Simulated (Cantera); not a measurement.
**Thermodynamics of silicon carbide growth, feed CH3SiCl3 + H2**

Feed: 1 mol CH3SiCl3, a varied amount of H2, at 1848.15 K and 48.0 mbar.

Equilibrium computed with Cantera from the NASA thermochemical tables; the gas is ideal and each condensed phase is pure. Candidate condensed phases: C, C6H6, C7H8, C8H18, Si, SiC; 109 gas species. The feed counts by its element totals alone. The tables' values for SiCl3, SiCl are old estimates; treat these amounts as uncertain. Kinetics and transport are ignored.

```csv
n(H2) (mol),x H2,x HCl,x SiCl2,x SiCl3,n C(graphite),n SiC(s)
1.1,0.356,0.558,0.0756,0.00636,0.338,0.661
2.5,0.495,0.462,0.0373,0.00220,0.217,0.781
5.8,0.671,0.313,0.0126,0.000435,0.112,0.884
13,0.814,0.180,0.00343,6.16e-5,0.0492,0.944
31,0.910,0.0865,0.000711,5.80e-6,0.00785,0.975
72,0.958,0.0394,0.000216,7.82e-7,0,0.983
170,0.980,0.0171,6.78e-5,1.06e-7,0,0.985
```
x: gas mole fraction; n: condensed amount in mol.

From 1.1 mol H2 to 31 mol H2 the condensed part is C(graphite) + SiC(s). From 72 mol H2 to 170 mol H2 the condensed part is SiC(s). The main Si-bearing gas is SiCl2 throughout. The share of Si in condensed phases is highest at 170 mol H2 (98.5 %) and lowest at 1.1 mol H2 (66.1 %).
